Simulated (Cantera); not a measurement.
A closed system holds: 1 mol V2O3, 0.84 mol H2, equilibrated at 21000 Pa.

Cantera equilibrium calculation (NASA polynomials, part measured and part estimated; ideal gas, pure solids and liquids). Candidate condensed phases: H2O, V, VO, V2O3, V2O4, V2O5; 12 gas species. Mutual solubility and eutectic melting of coexisting phases are not modelled. VO: taken at fixed stoichiometry. Condensed phases not in the tables: the oxides between V2O3 and V2O5 other than VO2. Kinetics and transport are ignored. All values below are at 2200 K.

Base state: H2 0.917, H2O 0.0697, H 0.0118, VO2 0.00122, OH 0.000125, VO 0.000124 (mole fractions); condensed: VO(l) + V2O3(s).

Question: What changes in the equilibrium state with this change: pressure from 21000 Pa to 33.0 Pa?

Answer: 
```tsv
species	before	after
VO2	0.00122	0.448
H2	0.917	0.290
H	0.0118	0.167
VO	0.000124	0.0790
H2O	0.0697	0.0127
V	1.46e-6	0.00162
O	1.12e-6	0.000409
OH	0.000125	0.00102
VO(l), mol	0.119	0.852
V2O3(s), mol	0.940	0
```
